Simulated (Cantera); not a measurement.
A perfectly stirred reactor is fed with H₂ : O₂ : N₂ = 1.5 : 1 : 0.56 (molar parts), at 35000 Pa; it is held at 1100 K, and followed from long to short residence time.

Computed with Cantera and GRI-Mech 3.0 (53 species, 325 reactions). The temperature is held fixed by assumption; the heat of reaction is taken as removed at once.

One state of this run: x H₂ = 0.00536; x O₂ = 0.111; x H₂O₂ = 1.75e-5; x O = 2.29e-5; x N₂O = 8.12e-8. x: mole fraction; the columns are a selection and need not sum to one.

Question: Which value of τ (s) does it belong to?
A) 0.31
B) 0.00053
C) 0.0015
D) 0.11

Answer: A, 0.31
